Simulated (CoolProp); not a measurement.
The fluid at 390.66 K and 0.0168 MPa flows at 0.36 m/s in a round tube of 10 mm bore and 1.5 µm roughness, fully developed (64/Re and Nu = 3.66 if laminar; Colebrook and Gnielinski if turbulent). The same conditions are run with several fluids, on thermodynamics alone (safety and materials aside).

Values from CoolProp's reference Helmholtz-energy equation of state of each fluid (m-xylene: Zhou 2012; n-butane: Bücker 2006; n-pentane: Thol 2019; R407C: Lemmon 2003; R507A: Lemmon 2003). Blends and air are pseudo-pure fits.

### Question
Rank m-xylene, n-butane, n-pentane, R407C, R507A by Reynolds number, highest first.

### Answer
m-xylene (237), n-pentane (151), R507A (116), n-butane (112), R407C (99.2)

| fluid | Darcy friction factor | pressure drop (Pa/m) | heat-transfer coefficient (W/(m² K)) | mass flow (kg/h) |
|---|---|---|---|---|
| m-xylene | 0.270 | 0.970 | 6.25 | 0.0564 |
| n-butane | 0.570 | 1.11 | 9.89 | 0.0307 |
| n-pentane | 0.423 | 1.03 | 9.06 | 0.0381 |
| R407C | 0.645 | 1.87 | 7.40 | 0.0454 |
| R507A | 0.552 | 1.83 | 7.39 | 0.0521 |

Transport values come from each fluid's own correlations; those of n-pentane are estimates that may be off by 10 % or more.
